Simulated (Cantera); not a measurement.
A Cantera script and what it prints.

```python
import numpy as np
import cantera as ct

gas_names = """
    B BH BH2 BH3 BO BO2 B2 B2O B2O2 B2O3 B3O3H3 H HBO HBO2 HO2 H2 H2O H2O2 H3B3O6 O OH O2 O3
""".split()
cond_names = """
    B(b) B(L) B2O3(L) B3O3H3(cr) H2O(s) H2O(L)
""".split()


def load(file, names, dense=False):
    # The tables refer to 1 bar. Condensed volumes are neglected.
    table = {s.name: s for s in ct.Species.list_from_file(file)}
    out = []
    for n in names:
        d = dict(table[n].input_data)
        d["thermo"] = dict(d["thermo"], **{"reference-pressure": 1e5})
        if dense:
            d["equation-of-state"] = {"model": "constant-volume", "density": "1e6 g/cm^3"}
        out.append(ct.Species.from_dict(d))
    return out


gas = ct.Solution(thermo="ideal-gas", species=load("nasa_gas.yaml", gas_names))
cond = {s.name: ct.Solution(thermo="fixed-stoichiometry", species=[s], name=s.name)
        for s in load("nasa_condensed.yaml", cond_names, dense=True)}
atoms = {
    'B2O3': {'B': 2, 'O': 3},
    'H2': {'H': 2},
}
top_T = {}  # K; cautious upper limits of use, not melting points


def equilibrate(T, P, feed):
    n = {}
    for name, mol in feed.items():
        for a, k in atoms[name].items():
            n[a] = n.get(a, 0.0) + k * mol
    gas.TPX = T, P, n
    mass = sum(n.values()) * gas.mean_molecular_weight
    gas.equilibrate("TP")
    valid = [c for c in cond.values() if c.min_temp <= T <= top_T.get(c.name, c.max_temp)]
    mix = ct.Mixture([(gas, mass / gas.mean_molecular_weight)] + [(c, 0.0) for c in valid])
    mix.T, mix.P = T, P
    mix.equilibrate("TP", solver="vcs", rtol=1e-11, max_steps=5000)
    return mix


results = []
T = 2273.15  # K
P = 240  # Pa
for m in [23, 27, 31, 36, 42, 49, 58, 67, 78, 91, 110]:
    feed = {'B2O3': 1, 'H2': m}  # mol
    mix = equilibrate(T, P, feed)
    results.append((T, P, feed, dict(zip(mix.species_names, mix.species_moles))))

top = {s: max(r[3][s] / sum(r[3][g] for g in gas_names) for r in results) for s in gas_names}
cols = sorted((s for s in top if top[s] > 0.001), key=lambda s: -top[s])[:6]
seen = [c for c in cond_names if any(r[3].get(c, 0) > 1e-12 for r in results)]
print("log10 of partial pressures in bar; condensed amounts in mol")
print(f"{'n(H2)':>10s}" + "".join(f"{s[:9]:>10s}" for s in cols + seen))
for T, P, feed, n in results:
    ng = sum(n[g] for g in gas_names)
    print(f"{feed['H2']:10.4g}" + "".join(f"{np.log10(max(n[s] / ng * P / 1e5, 1e-99)):10.3f}" for s in cols)
          + "".join(f"{n.get(c, 0):10.4g}" for c in seen))
```

Result:

```
log10 of partial pressures in bar; condensed amounts in mol
     n(H2)        H2         H        BO      HBO2       HBO       H2O
        23    -2.736    -3.443    -4.115    -4.336    -4.466    -4.499
        27    -2.731    -3.441    -4.164    -4.417    -4.513    -4.527
        31    -2.727    -3.439    -4.208    -4.489    -4.555    -4.554
        36    -2.723    -3.437    -4.256    -4.569    -4.601    -4.584
        42    -2.719    -3.435    -4.307    -4.655    -4.650    -4.618
        49    -2.716    -3.433    -4.358    -4.744    -4.700    -4.654
        58    -2.713    -3.432    -4.416    -4.845    -4.756    -4.695
        67    -2.711    -3.431    -4.466    -4.934    -4.805    -4.733
        78    -2.709    -3.430    -4.520    -5.030    -4.858    -4.774
        91    -2.707    -3.429    -4.576    -5.131    -4.913    -4.818
       110    -2.705    -3.428    -4.646    -5.259    -4.982    -4.875
```

Equilibrium computed with Cantera from the NASA thermochemical tables; the gas is ideal and each condensed phase is pure.
